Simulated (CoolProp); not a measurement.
Vapour-liquid equilibrium of dimethyl ether (1) + isobutane (2) at 6.62 bar; x and y are mole fractions of (1).

Values from CoolProp's multi-fluid Helmholtz-energy mixture model, Wu 2011 and Bücker 2006; pair parameters Bell 2016.

**Question.** Give the bubble temperature and the first vapour's composition at x = 0.15, 0.45, 0.85. Is there an azeotrope?

**Answer.** x = 0.15: 314.8 K, y = 0.261; x = 0.45: 306.9 K, y = 0.571; x = 0.85: 302.6 K, y = 0.867. No azeotrope shows between x = 0.05 and 0.95.

Pair parameters are fitted to limited data, so mixtures are less certain than the pure fluids.
